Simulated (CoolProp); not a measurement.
Vapour-liquid equilibrium of R22 (1) + dimethyl ether (2) at 235.9 K; x and y are mole fractions of (1).

Computed with CoolProp (multi-fluid Helmholtz-energy mixture model, Kamei 1995 and Wu 2011; pair parameters Bell 2016).

### Question
Give the bubble pressure and the first vapour's composition at x = 0.35, 0.5, 0.575. Is there an azeotrope?

### Answer
x = 0.35: 0.05456 MPa, y = 0.393; x = 0.5: 0.05987 MPa, y = 0.637; x = 0.575: 0.06514 MPa, y = 0.747. y crosses x between x = 0.2 and 0.275: the model has an azeotrope there.

Pair parameters are fitted to limited data, so mixtures are less certain than the pure fluids.
